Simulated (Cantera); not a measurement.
Input: 1 mol CaO, 15 mol Cl2, 95 mol N2, equilibrated at 852 °C and 0.100 bar.

Cantera equilibrium calculation (NASA polynomials, part measured and part estimated; ideal gas, pure solids and liquids). Candidate condensed phases: Ca, CaCl2, CaO; 17 gas species. Condensed phases not in the tables: oxide chlorides. Equilibrium is a limit: real reactors are often held back by kinetics, nucleation or transport.

Base state: N2 0.867, Cl2 0.127, O2 0.00455, Cl 0.00231, NO 1.64e-5, CaCl2 1.09e-5 (mole fractions); condensed: CaCl2(l).

Task: What changes in the equilibrium state with this change: pressure from 0.100 bar to 66.0 Pa?

Result: 
```json
[
 {"species": "N2", "before": "0.867", "after": "0.855"},
 {"species": "Cl2", "before": "0.127", "after": "0.113"},
 {"species": "Cl", "before": "0.00231", "after": "0.0268"},
 {"species": "CaCl2", "before": "1.09e-5", "after": "0.00166"},
 {"species": "NO", "before": "1.64e-5", "after": "1.62e-5"},
 {"species": "O2", "before": "0.00455", "after": "0.00449"},
 {"species": "CaCl2(l), mol", "before": "0.999", "after": "0.816"}
]
```
